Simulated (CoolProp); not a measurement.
Vapour pressure (MPa) of 1-butene: the reference equation beside estimates from Tc = 146.1 °C, pc = 4.006 MPa, ω = 0.192. Clausius-Clapeyron is anchored at -72.65 °C with a constant enthalpy of vaporisation of 25.24 kJ/mol.

Values from CoolProp's reference Helmholtz-energy equation of state, Lemmon 2005. It is a short technical equation, of lower accuracy than the large ones.

```tsv
T (°C)	reference	Clausius-Clapeyron	van der Waals	Redlich-Kwong	Soave-Redlich-Kwong	Peng-Robinson
-72.65	0.002736	0.002736	0.08178	0.004768	0.002684	0.002932
-62.25	0.005752	0.005773	0.1159	0.009823	0.005637	0.006043
-51.85	0.01115	0.01136	0.1592	0.01858	0.01094	0.01154
-41.35	0.02030	0.02114	0.2133	0.03287	0.01993	0.02076
-30.95	0.03461	0.03710	0.2785	0.05442	0.03407	0.03508
-20.45	0.05634	0.06245	0.3570	0.08595	0.05561	0.05674
-10.05	0.08736	0.1004	0.4485	0.1293	0.08649	0.08758
0.35	0.1304	0.1557	0.5546	0.1874	0.1295	0.1303
10.85	0.1889	0.2348	0.6774	0.2636	0.1883	0.1884
21.25	0.2648	0.3425	0.8156	0.3594	0.2648	0.2640
31.75	0.3629	0.4885	0.9725	0.4792	0.3642	0.3618
42.15	0.4848	0.6784	1.146	0.6235	0.4880	0.4837
52.55	0.6349	0.9226	1.338	0.7960	0.6410	0.6342
```

Absolute difference from the reference over all 13 rows, mean and median: Clausius-Clapeyron 17.9 and 14.9 %, van der Waals 764.7 and 413.4 %, Redlich-Kwong 49.0 and 48.0 %, Soave-Redlich-Kwong 1.1 and 1.0 %, Peng-Robinson 1.7 and 0.3 %.
